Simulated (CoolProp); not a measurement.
Carbonyl sulfide along the isotherm 408.6 K: Z from the reference equation and from simpler models built on Tc = 378.8 K, pc = 6369 kPa, ω = 0.098; each cubic takes its own stable root.

The numbers come from the reference Helmholtz-energy equation of state, Lemmon 2006 in CoolProp. It is a short technical equation, of lower accuracy than the large ones.

```
p (kPa)          phase  reference
-------  -------------  ---------
50.3               gas     0.9979
78.4               gas     0.9967
122                gas     0.9949
190                gas     0.9921
296                gas     0.9876
461                gas     0.9806
718                gas     0.9696
1120               gas     0.9520
1740               gas     0.9240
2710               gas     0.8777
4220               gas     0.7982
6570     supercritical     0.6476
10200    supercritical     0.3705
15900    supercritical     0.4056
```

Question: How far does each simpler model (van der Waals, Redlich-Kwong) lie from the reference over these 14 states: mean and median of the absolute difference, and the worst?

Answer: 
- van der Waals: mean 3.0 %, median 0.3 %, worst +27.7 % at 408.6 K and 15900 kPa
- Redlich-Kwong: mean 1.5 %, median 0.1 %, worst +10.5 % at 408.6 K and 15900 kPa
